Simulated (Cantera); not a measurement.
Charge: 1 mol Cr, 2.2 mol NH₃, 73 mol N₂, 3.3 mol H₂O, equilibrated at 5.50 mbar.

Cantera equilibrium calculation (NASA polynomials, part measured and part estimated; ideal gas, pure solids and liquids). Candidate condensed phases: Cr, CrN, Cr₂N, Cr₂O₃, H₂O; 29 gas species. Kinetics and transport are ignored. All values below are at 2350 K.

Base state: N₂ 0.887, H₂ 0.0363, H 0.0320, H₂O 0.0249, Cr 0.00669, CrO 0.00432, OH 0.00379, O 0.00226 (mole fractions); condensed: gas only.

What changes in the equilibrium state with this change: pressure from 5.50 mbar to 0.133 bar?


```
species          before     after
-------------  --------  --------
N₂                0.887     0.907
H₂               0.0363    0.0475
H₂O              0.0249    0.0292
H                0.0320   0.00744
Cr              0.00669   0.00477
O₂             0.000646   2.14e-5
O               0.00226   8.36e-5
NO              0.00102  0.000188
Cr₂O₃(s), mol         0     0.170
```
